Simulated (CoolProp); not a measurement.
n-decane along the isobar 2.98 MPa: Z from the reference equation and from simpler models built on Tc = 344.5 °C, pc = 2.101 MPa, ω = 0.488; each cubic takes its own stable root.

The numbers come from the reference Helmholtz-energy equation of state, Lemmon 2006 in CoolProp. It is a short technical equation, of lower accuracy than the large ones.

```
T (°C)          phase  reference
------  -------------  ---------
257.65         liquid     0.1817
267.55         liquid     0.1823
277.45         liquid     0.1834
287.35         liquid     0.1849
297.25         liquid     0.1870
307.25         liquid     0.1899
317.15         liquid     0.1937
327.05         liquid     0.1990
336.95         liquid     0.2063
346.85  supercritical     0.2172
```

Task: How far does each simpler model (Soave-Redlich-Kwong, Peng-Robinson) lie from the reference over these 10 states: mean and median of the absolute difference, and the worst?

Result: 
- Soave-Redlich-Kwong: mean 24.0 %, median 23.3 %, worst +30.7 % at 346.85 °C and 2.98 MPa
- Peng-Robinson: mean 10.5 %, median 9.5 %, worst +18.0 % at 346.85 °C and 2.98 MPa
